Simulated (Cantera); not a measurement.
A perfectly stirred reactor is fed with N2O : H2O = 1 : 0.2 (molar parts), at 2670 Pa; it is held at 1548 K, and followed from long to short residence time.

Computed with Cantera and GRI-Mech 3.0 (53 species, 325 reactions). GRI-Mech 3.0 was tuned for natural gas; its chemistry of N2O as a main component is partial and can be far from experiment. Radical loss at walls, strong at low pressure, is not modelled. The temperature is held fixed by assumption; the heat of reaction is taken as removed at once.

Problem. What does this change do: N2O 1 to 0.1 parts?

Solution. 
| quantity | before | after |
|---|---|---|
| x(N2O) at τ = 4.90 s | 0.0282 | 0.00621 |
| x(H2O) at τ = 4.90 s | 0.119 | 0.572 |
| x(NO2) at τ = 4.90 s | 6.84e-5 | 9.28e-6 |
| x(O) at τ = 4.90 s | 9.61e-5 | 9.17e-5 |
| x(H2O2) at τ = 4.90 s | 6.81e-9 | 2.74e-8 |
| x(N2O) at τ = 0.130 s | 0.451 | 0.127 |
| x(H2O) at τ = 0.130 s | 0.144 | 0.606 |
| x(NO2) at τ = 0.130 s | 0.000575 | 5.13e-5 |
| x(O) at τ = 0.130 s | 0.000132 | 0.000143 |
| x(H2O2) at τ = 0.130 s | 6.08e-8 | 9.02e-8 |
